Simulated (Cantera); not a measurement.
Input: 1 mol BN, 2.2 mol HCl, 4.6 mol H2, at 46.0 Pa.

These are equilibrium values from Cantera (NASA tables, ideal gas, pure condensed phases), not measurements of a reactor. Candidate condensed phases: B, BN, NH4Cl; 21 gas species. The numbers say what is thermodynamically allowed, not how fast it happens.

Task: At 825 °C, list the 4 most abundant gas species with their mole fractions, and the condensed phases.

Result: H2 0.677, HCl 0.323, BCl3 6.02e-5, N2 3.01e-5. Condensed: BN(s).
